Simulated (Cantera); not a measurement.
A perfectly stirred reactor is fed with CH₄ : N₂ = 1 : 110 (molar parts), at 0.00160 bar; it is held at 1475 K, and followed from long to short residence time.

Computed with Cantera and GRI-Mech 3.0 (53 species, 325 reactions). GRI-Mech 3.0 stops at C3 and has no aromatics, soot or wall deposition, so with more carbon than oxygen in the feed, carbon stays in small species such as C2H2 where larger ones or solid carbon would form. Radical loss at walls, strong at low pressure, is not modelled.

x: mole fraction; the columns are a selection and need not sum to one.

```json
[
 {"τ (s)": "17", "x CH₄": "0.00819", "x HCN": "3.12e-9", "x H": "6.13e-7", "x C₂H": "2.49e-10", "x CH₂": "1.70e-8", "x C₂H₄": "0.000110", "x CH₃": "6.55e-5"},
 {"τ (s)": "7.2", "x CH₄": "0.00886", "x HCN": "8.04e-11", "x H": "1.02e-7", "x C₂H": "2.69e-11", "x CH₂": "5.79e-9", "x C₂H₄": "2.89e-5", "x CH₃": "3.84e-5"},
 {"τ (s)": "3.0", "x CH₄": "0.00898", "x HCN": "2.66e-12", "x H": "2.37e-8", "x C₂H": "2.12e-12", "x CH₂": "1.22e-9", "x C₂H₄": "3.25e-6", "x CH₃": "1.70e-5"},
 {"τ (s)": "1.2", "x CH₄": "0.00900", "x HCN": "<1e-12", "x H": "1.28e-8", "x C₂H": "<1e-12", "x CH₂": "2.12e-10", "x C₂H₄": "2.47e-7", "x CH₃": "6.83e-6"},
 {"τ (s)": "0.51", "x CH₄": "0.00901", "x HCN": "<1e-12", "x H": "1.12e-8", "x C₂H": "<1e-12", "x CH₂": "4.18e-11", "x C₂H₄": "___", "x CH₃": "___"},
 {"τ (s)": "0.21", "x CH₄": "0.00901", "x HCN": "<1e-12", "x H": "1.08e-8", "x C₂H": "<1e-12", "x CH₂": "8.23e-12", "x C₂H₄": "1.44e-9", "x CH₃": "1.19e-6"},
 {"τ (s)": "0.087", "x CH₄": "0.00901", "x HCN": "<1e-12", "x H": "1.05e-8", "x C₂H": "<1e-12", "x CH₂": "1.80e-12", "x C₂H₄": "1.01e-10", "x CH₃": "4.87e-7"},
 {"τ (s)": "0.036", "x CH₄": "0.00901", "x HCN": "<1e-12", "x H": "9.89e-9", "x C₂H": "<1e-12", "x CH₂": "<1e-12", "x C₂H₄": "6.73e-12", "x CH₃": "1.96e-7"},
 {"τ (s)": "0.015", "x CH₄": "0.00901", "x HCN": "<1e-12", "x H": "8.72e-9", "x C₂H": "<1e-12", "x CH₂": "<1e-12", "x C₂H₄": "<1e-12", "x CH₃": "7.70e-8"},
 {"τ (s)": "0.0062", "x CH₄": "0.00901", "x HCN": "<1e-12", "x H": "___", "x C₂H": "<1e-12", "x CH₂": "<1e-12", "x C₂H₄": "<1e-12", "x CH₃": "___"}
]
```

What belongs in the gaps?


- 0.51, x C₂H₄: 2.03e-8
- 0.51, x CH₃: 2.90e-6
- 0.0062, x H: 6.76e-9
- 0.0062, x CH₃: 2.87e-8
